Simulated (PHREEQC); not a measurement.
1 kg of water holding 0.011 mol/kgw Na2CO3 and 0.53 mol/kgw KCl is evaporated at 25 °C; the solids stay in contact with the brine. CO2 is held at log p = -3.4 (atm). The run lets Halite, Kalicinite, Nahcolite, Natron, Sylvite, Trona precipitate or redissolve, and no other solid.

Model: Pitzer model, pitzer.dat, run in PHREEQC.

Task: Predict ionic strength, water activity, Na in solution (mol/kgw) at water left (kg) = 0.375, 0.3082, 0.1406, 0.01099.

Result: 
```
water left (kg)  ionic strength  water activity  Na in solution (mol/kgw)
---------------  --------------  --------------  ------------------------
0.375                      1.49           0.954                    0.0587
0.3082                     1.81           0.943                    0.0714
0.1406                     3.98           0.874                     0.156
0.01099                    7.28           0.800                      2.00
```

Species that the database lacks are ignored.
